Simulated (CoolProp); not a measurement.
C2F6 (R116) at 268.64 K and 0.225 MPa is throttled through a valve to 0.116 MPa with no heat exchange. Each further row changes one setting.

The numbers come from the reference Helmholtz-energy equation of state, Lemmon 2006 in CoolProp. It is a short technical equation, of lower accuracy than the large ones.

```
case                        temperature change (K)  final density (kg/m³)
--------------------------  ----------------------  ---------------------
as stated                                        …                      …
outlet pressure 0.0348 MPa                       …                      …
outlet pressure 0.151 MPa                        …                      …
```

What belongs in the gaps?


- as stated, temperature change (K): -1.2
- as stated, final density (kg/m³): 7.33
- outlet pressure 0.0348 MPa, temperature change (K): -2.2
- outlet pressure 0.0348 MPa, final density (kg/m³): 2.18
- outlet pressure 0.151 MPa, temperature change (K): -0.8
- outlet pressure 0.151 MPa, final density (kg/m³): 9.58
